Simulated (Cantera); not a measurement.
An isothermal, constant-pressure homogeneous reactor starts with CH₃OH : O₂ : N₂ = 0.016 : 0.02 : 1 (molar parts), at 900 K and 5.00 bar.

Detailed kinetics in Cantera: GRI-Mech 3.0 (53 species, 325 reactions). GRI-Mech 3.0 was tuned for natural gas; its chemistry of methanol as a main component is partial and can be far from experiment. Below about 1000 K GRI-Mech 3.0 lacks low-temperature oxidation paths. The temperature is held fixed by assumption; the heat of reaction is taken as removed at once.

Problem. Predict: x(O₂) at 200 s; x(H₂) at 200 s.

Solution. x(O₂) at 200 s: 1.22e-9 (gas-phase equilibrium <1e-12)
x(H₂) at 200 s: 0.00133 (gas-phase equilibrium 0.00613)
